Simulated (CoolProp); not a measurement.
Model: reference Helmholtz-energy equation of state, Lemmon 2005, in CoolProp. It is a short technical equation, of lower accuracy than the large ones.

### Question
Give the vapour pressure (bar), enthalpy of vaporisation (kJ/kg), liquid cp (kJ/(kg K)), surface tension (mN/m) of saturated isobutene at 74.65, 91.05 °C.

### Answer
| T (°C) | p (bar) | enthalpy of vaporisation (kJ/kg) | liquid cp (kJ/(kg K)) | surface tension (mN/m) |
|---|---|---|---|---|
| 74.65 | 10.9 | 293 | 2.74 | 6.08 |
| 91.05 | 15.4 | 264 | 2.94 | 4.39 |

Surface tension comes from a separate correlation (Mulero 2012).
